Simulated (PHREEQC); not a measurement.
Make-up at 25 °C: 0.48 mol/kgw NiCl2, 0.13 mol/kgw Na2SO4 and 0.029 mol/kgw CuSO4. Closed to the air; pH follows from the charge balance.

The numbers come from PHREEQC with the ion-association model, wateq4f.dat.

No solid was allowed to form.

Problem. Order these S species by the share of S that they hold, largest first: Ni(SO4)2-2, CuSO4, SO4-2, NaSO4-, NiSO4.

Solution. NiSO4 (59 %), SO4-2 (32 %), NaSO4- (6.6 %), CuSO4 (2.8 %), Ni(SO4)2-2 (0.15 %)

The pH is 4.95 and the ionic strength 1.05 mol/kgw. Examples of supersaturated solids here: Atacamite, Antlerite. Others may be too. The ionic strength is past about 0.7 mol/kgw, beyond the range of this activity model, so the values are rough. Complexes and solids missing from the database can't appear.
